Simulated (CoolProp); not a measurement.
The fluid at 293.15 K and 0.316 MPa expands adiabatically to 0.0555 MPa with isentropic efficiency 0.7. The same conditions are run with several fluids, on thermodynamics alone (safety and materials aside).

The numbers come from the reference Helmholtz-energy equation of state of each fluid (sulfur hexafluoride: Guder 2009; ethane: Bücker 2006; C2F6 (R116): Lemmon 2006; C3F8 (R218): Lemmon 2006; dry air: Lemmon 2000) in CoolProp. Blends and air are pseudo-pure fits.

| fluid | work (kJ/kg) | final temperature (K) | final density (kg/m³) |
|---|---|---|---|
| sulfur hexafluoride | 18.3 | 261.4 | [?] |
| ethane | 83.7 | [?] | 0.848 |
| C2F6 (R116) | 19.6 | [?] | [?] |
| C3F8 (R218) | [?] | 270.7 | 4.71 |
| dry air | 80.5 | 212.4 | 0.911 |

Q: Complete the blanks.

A: 
- sulfur hexafluoride, final density (kg/m³): 3.76
- ethane, final temperature (K): 238.7
- C2F6 (R116), final temperature (K): 264.4
- C2F6 (R116), final density (kg/m³): 3.51
- C3F8 (R218), work (kJ/kg): 14.3
